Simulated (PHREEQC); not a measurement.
Make-up at 25 °C: 0.29 mol/kgw HF, 0.055 mol/kgw H2SiF6, 0.27 mol/kgw H3BO3 and 0.018 mol/kgw H2SO4. Closed to the air; pH follows from the charge balance.

Computed with PHREEQC (ion-association model, phreeqc.dat).

Problem. The ionic strength comes out as 0.229 mol/kgw. What activity coefficients do SO4-2, HSO4-, BF2(OH)2-, BF3OH-, BF(OH)3- get?

Solution. SO4-2 0.28, HSO4- 0.74, BF2(OH)2- 0.74, BF3OH- 0.74, BF(OH)3- 0.74.

Precipitation was switched off in this run. The solution is supersaturated, for example in SiO2(a), Quartz (slow to form), so a real one may precipitate; this is no full list. SiF6-2 is the database's only silicon fluoride. Real BF4- forms and hydrolyses slowly; the run takes it at equilibrium.
